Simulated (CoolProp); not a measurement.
Vapour-liquid equilibrium of fluoroethane (R161) (1) + R227EA (2) at -57.25 °C; x and y are mole fractions of (1).

The numbers come from the multi-fluid Helmholtz-energy mixture model, Wu 2012 and Lemmon 2016; pair parameters Bell 2016 in CoolProp.

```
x     bubble pressure, mixture model (MPa)  bubble pressure, Raoult's law (MPa)  y, mixture model  y, Raoult's law
----  ------------------------------------  -----------------------------------  ----------------  ---------------
0.05                               0.01162                              0.01274             0.068            0.146
0.2                                0.01322                              0.01661             0.343            0.449
0.35                               0.01655                              0.02048             0.608            0.637
0.5                                0.02112                              0.02435             0.786            0.765
0.65                               0.02614                              0.02822             0.890            0.858
0.8                                0.03107                              0.03210             0.950            0.929
0.95                               0.03574                              0.03597             0.990            0.984
```

The largest gap from Raoult's law is -20.4 % in bubble pressure, at x = 0.2. No azeotrope shows between x = 0.05 and 0.95.

The pair parameters rest on a limited set of measurements; away from them the model extrapolates.
